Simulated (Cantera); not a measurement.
An isothermal, constant-pressure homogeneous reactor starts with 66.2 % NH3, 33.8 % N2, at 2375 K and 1.01 bar.

Model: the gas-phase N/H chemistry of the illustrative SiF4/NH3 mechanism in the Surface Chemkin manual (1991), integrated in Cantera. Walls and surfaces, which speed up NH3 decomposition in real reactors, are not modelled.

x: mole fraction; the columns are a selection and need not sum to one.

| t (s) | x NH3 | x H2 | x N2 | x N2H4 | x H |
|---|---|---|---|---|---|
| 0.000300 | 0.486 | 0.156 | 0.354 | 5.44e-7 | 0.000397 |
| 0.000757 | 0.319 | 0.307 | 0.370 | 2.66e-7 | 0.000813 |
| 0.00191 | [?] | [?] | 0.389 | [?] | [?] |
| 0.00482 | 0.0165 | 0.579 | 0.400 | 4.41e-9 | 0.00379 |
| 0.0122 | 0.000213 | 0.589 | 0.400 | 5.51e-12 | 0.0105 |
| 0.0307 | 3.27e-5 | 0.589 | 0.400 | <1e-12 | 0.0108 |
| 0.0775 | [?] | 0.589 | 0.400 | <1e-12 | 0.0108 |
| 0.195 | 4.79e-6 | 0.589 | 0.400 | <1e-12 | 0.0108 |
| 0.493 | 3.53e-6 | 0.589 | 0.400 | <1e-12 | 0.0108 |
| 1.24 | 3.47e-6 | 0.589 | 0.400 | <1e-12 | 0.0108 |
| 3.14 | 3.47e-6 | 0.589 | 0.400 | <1e-12 | 0.0108 |
| 7.93 | 3.47e-6 | 0.589 | 0.400 | <1e-12 | 0.0108 |
| 20.0 | 3.47e-6 | 0.589 | 0.400 | <1e-12 | 0.0108 |

**Question.** Some entries are withheld; supply them.

**Answer.** 
- 0.00191, x NH3: 0.129
- 0.00191, x H2: 0.479
- 0.00191, x N2H4: 7.21e-8
- 0.00191, x H: 0.00163
- 0.0775, x NH3: 1.07e-5
